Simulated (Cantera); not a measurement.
A closed system holds: 1 mol CuO, 0.59 mol CH4, 0.22 mol H2, 0.56 mol C.

Method: chemical equilibrium by Gibbs-energy minimisation in Cantera with the NASA 1993 tables (ideal gas, pure condensed phases). Candidate condensed phases: C, C6H6, C7H8, C8H18, Cu, CuO, Cu(OH)2, Cu2O, H2O; 113 gas species. Kinetics and transport are ignored.

Stable condensed phases, one row left out:

```
T in K \ P in Pa
              10      32     100     320    1000    3200   10000   32000  100000  320000 1000000
   1700        A       A       B       B       B       B       B       B       B       B       B
   1675        A       A       B       B       B       B       B       B       B       B       B
   1625        A       B       B       B       B       B       B       B       B       B       B
   1600        A       B       B       B       B       B       B       B       B       B       B
   1575        B       B       B       B       B       B       B       B       B       B       B
   1550        B       B       B       B       B       B       B       B       B       B       B
   1525        B       B       B       B       B       B       B       B       B       B       B
   1500        B       B       B       B       B       B       B       B       B       B       B
   1475        B       B       B       B       B       B       B       B       B       B       B
```

A: C; B: C + Cu.

Question: Give the row for 1650 K.

Answer: 10: C; 32: C + Cu; 100: C + Cu; 320: C + Cu; 1000: C + Cu; 3200: C + Cu; 10000: C + Cu; 32000: C + Cu; 100000: C + Cu; 320000: C + Cu; 1000000: C + Cu.
